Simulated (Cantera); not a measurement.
Input: 1 mol (CH3)2SiCl2, 0.28 mol C2H2, 360 mol H2, at 0.00100 bar.

These are equilibrium values from Cantera (NASA tables, ideal gas, pure condensed phases), not measurements of a reactor. Candidate condensed phases: C, C6H6, C7H8, C8H18, Si, SiC; 109 gas species. The feed counts by its element totals alone. The numbers say what is thermodynamically allowed, not how fast it happens.

Task: Which condensed phases are stable at each of these points (T (°C)): 1275, 1375, 1475, 1575, 1675, 1775, 1875, 1975, 2075, 2175?

Result: 
```tsv
T (°C)	condensed phases	Si condensed (%)
1275	C(graphite) + SiC(s)	100.0
1375	C(graphite) + SiC(s)	99.8
1475	C(graphite) + SiC(s)	98.8
1575	C(graphite) + SiC(s)	92.4
1675	C(graphite) + SiC(s)	56.8
1775	C(graphite)	0.0
1875	C(graphite)	0.0
1975	C(graphite)	0.0
2075	gas only	0.0
2175	gas only	0.0
```

From 1275 °C to 1675 °C the condensed part is C(graphite) + SiC(s). From 1775 °C to 1975 °C the condensed part is C(graphite). From 2075 °C to 2175 °C nothing is condensed.
